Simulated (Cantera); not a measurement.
An adiabatic, constant-pressure homogeneous reactor starts with 54.4 % H2, 12.9 % O2, 32.6 % N2, equivalence ratio 2.1, at 1425 K and 1.00 bar.

Model: the H2/O2 subset of GRI-Mech 3.0, which has no nitrogen chemistry, integrated in Cantera.

Q: Predict: time of steepest temperature rise; temperature at 0.200 s; equilibrium temperature; x(H2) at 0.200 s; x(O2) at 0.200 s; x(H2O2) at 0.200 s; x(H2O) at 0.200 s; x(O) at 0.200 s; x(H) at 0.200 s.

A: 
| Property | Value |
|---|---|
| time of steepest temperature rise | 16.1 µs |
| temperature at 0.200 s | 2838 K |
| equilibrium temperature | 2838 K |
| x(H2) at 0.200 s | 0.300 (gas-phase equilibrium 0.300) |
| x(O2) at 0.200 s | 0.000525 (gas-phase equilibrium 0.000525) |
| x(H2O2) at 0.200 s | 8.32e-8 (gas-phase equilibrium 8.32e-8) |
| x(H2O) at 0.200 s | 0.271 (gas-phase equilibrium 0.271) |
| x(O) at 0.200 s | 0.00145 (gas-phase equilibrium 0.00145) |
| x(H) at 0.200 s | 0.0515 (gas-phase equilibrium 0.0515) |
